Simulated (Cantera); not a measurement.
Feed: 1 mol SiCl4, 0.82 mol Cl2, 12 mol H2, at 750 K and 0.100 bar.

Cantera equilibrium calculation (NASA polynomials, part measured and part estimated; ideal gas, pure solids and liquids). Candidate condensed phases: Si; 19 gas species. Rates play no part.

Base state: H2 0.809, HCl 0.119, SiCl4 0.0721, SiHCl3 0.000222 (mole fractions); condensed: gas only.

What changes in the equilibrium state with this change: temperature from 750 K to 1273.15 K?


```csv
species,before,after
H2,0.809,0.773
HCl,0.119,0.156
SiCl4,0.0721,0.0434
SiCl2,<1e-9,0.0107
SiCl3,1.84e-7,0.00840
SiH2Cl2,5.02e-8,0.000237
SiHCl3,0.000222,0.00861
```
The tables' values for SiCl3 are old estimates; treat these amounts as uncertain.
